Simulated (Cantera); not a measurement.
Thermodynamics of silicon carbide growth, feed (CH₃)₂SiCl₂ + C₃H₈ + H₂

A closed system holds: 1 mol (CH₃)₂SiCl₂, 0.16 mol C₃H₈, 9.6 mol H₂, equilibrated at 852 °C and 1.00 bar.

Cantera equilibrium calculation (NASA polynomials, part measured and part estimated; ideal gas, pure solids and liquids). Candidate condensed phases: C, C₆H₆, C₇H₈, C₈H₁₈, Si, SiC; 109 gas species. The feed counts by its element totals alone. The tables' values for SiCl₃ are old estimates; treat these amounts as uncertain. Equilibrium is a limit: real reactors are often held back by kinetics, nucleation or transport.

```json
{
  "x(H₂)": "0.871",
  "x(HCl)": "0.0936",
  "x(CH₄)": "0.0219",
  "x(SiCl₄)": "0.0114",
  "x(SiHCl₃)": "0.00184",
  "x(SiCl₃)": "0.000143",
  "x(SiH₂Cl₂)": "3.66e-5",
  "x(SiCl₂)": "2.21e-5",
  "n(C(graphite))": "1.36 mol",
  "n(SiC(s))": "0.815 mol",
  "gas_amount": "13.76 mol",
  "log10 activity of Si(s) (absent)": "-2.99"
}
```
